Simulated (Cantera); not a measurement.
Feed: 1 mol SiC, 0.84 mol N2O, 1.4 mol N2, at 1.00 bar.

Cantera equilibrium calculation (NASA polynomials, part measured and part estimated; ideal gas, pure solids and liquids). Candidate condensed phases: C, Si, SiC, SiO2, Si2N2O, Si3N4; 34 gas species. Mutual solubility and eutectic melting of coexisting phases are not modelled. The tables hold silica as quartz up to 1696 K and as liquid above; real silica turns to tridymite and cristobalite and melts near 1996 K. Rates play no part.

Question: Which condensed phases are stable at each of these points (T (K)): 1098, 1198, 1298, 1398, 1498, 1598, 1698, 1798, 1898, 1998, 2098?

Answer: 
```tsv
T (K)	condensed phases	Si condensed (%)
1098	C(graphite) + SiO2(β-quartz) + Si2N2O(s)	100.0
1198	C(graphite) + SiO2(β-quartz) + Si2N2O(s)	100.0
1298	C(graphite) + SiO2(β-quartz) + Si2N2O(s)	100.0
1398	C(graphite) + SiO2(β-quartz) + Si2N2O(s)	100.0
1498	C(graphite) + Si2N2O(s)	100.0
1598	C(graphite) + Si2N2O(s)	100.0
1698	C(graphite) + Si2N2O(s)	100.0
1798	C(graphite) + Si2N2O(s)	99.9
1898	SiC(s) + Si2N2O(s)	99.5
1998	SiC(s) + Si2N2O(s)	97.6
2098	SiC(s) + Si2N2O(s)	89.2
```

From 1098 K to 1398 K the condensed part is C(graphite) + SiO2(β-quartz) + Si2N2O(s). From 1498 K to 1798 K the condensed part is C(graphite) + Si2N2O(s). From 1898 K to 2098 K the condensed part is SiC(s) + Si2N2O(s).
